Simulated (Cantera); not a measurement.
# NaOH + C + O2 + H2 (calcination and drying)

A closed system holds: 1 mol NaOH, 0.72 mol C, 1.3 mol O2, 0.94 mol H2, held at 18.0 mbar.

Cantera equilibrium calculation (NASA polynomials, part measured and part estimated; ideal gas, pure solids and liquids). Candidate condensed phases: C, C6H6, C7H8, C8H18, H2O, Na, NaOH, NaO2, Na2CO3, Na2O, Na2O2; 117 gas species. Equilibrium is a limit: real reactors are often held back by kinetics, nucleation or transport.

```tsv
T (°C)	x H2O	x NaOH	x CO2	x Na	x O2	x OH	x CO	x NaO	n Na2CO3(l)
1102	0.629	0.137	0.177	0.00240	0.0539	0.000116	3.59e-6	2.28e-5	0.355
1152	0.490	0.236	0.216	0.00831	0.0485	0.000165	1.09e-5	6.99e-5	0.210
1202	0.345	0.330	0.255	0.0235	0.0448	0.000216	3.01e-5	0.000178	0
1252	0.348	0.315	0.253	0.0356	0.0474	0.000340	6.13e-5	0.000259	0
1302	0.352	0.296	0.250	0.0510	0.0508	0.000523	0.000118	0.000362	0
1352	0.356	0.272	0.246	0.0695	0.0548	0.000787	0.000216	0.000486	0
1402	0.361	0.245	0.242	0.0904	0.0594	0.00116	0.000378	0.000624	0
1452	0.366	0.217	0.237	0.113	0.0643	0.00167	0.000637	0.000769	0
1502	0.371	0.188	0.232	0.135	0.0692	0.00236	0.00104	0.000914	0
1552	0.375	0.160	0.227	0.157	0.0740	0.00326	0.00165	0.00105	0
```
x: gas mole fraction; n: condensed amount in mol.

From 1102 °C to 1152 °C the condensed part is Na2CO3(l). From 1202 °C to 1552 °C nothing is condensed. The main Na-bearing gas is NaOH throughout.
